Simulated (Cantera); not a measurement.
A closed system holds: 1 mol FeCl3, 0.018 mol HCl, 0.29 mol H2, held at 1698 K and 1.40 Pa.

Cantera equilibrium calculation (NASA polynomials, part measured and part estimated; ideal gas, pure solids and liquids). Candidate condensed phases: Fe, FeCl2, FeCl3; 11 gas species. Equilibrium is a limit: real reactors are often held back by kinetics, nucleation or transport.

Base state: FeCl2 0.486, HCl 0.288, Cl 0.218, Fe 0.00393, H2 0.00157, H 0.00153, FeCl 8.33e-5, Cl2 1.85e-5 (mole fractions); condensed: gas only.

Question: What changes in the equilibrium state with this change: H2 from 0.29 to 21 mol?

Answer: 
```
species   before    after
-------  -------  -------
H2       0.00157    0.801
HCl        0.288    0.119
Fe       0.00393   0.0401
FeCl2      0.486  0.00165
Cl         0.218  0.00399
H        0.00153   0.0346
Cl2      1.85e-5  6.16e-9
FeCl     8.33e-5  1.55e-5
```

Question: What changes in the equilibrium state with this change: H2 from 0.29 to 0.34 mol?

Answer: 
```
species   before    after
-------  -------  -------
FeCl2      0.486    0.481
HCl        0.288    0.331
Cl         0.218    0.176
H2       0.00157  0.00319
Cl2      1.85e-5  1.21e-5
Fe       0.00393  0.00597
H        0.00153  0.00218
```
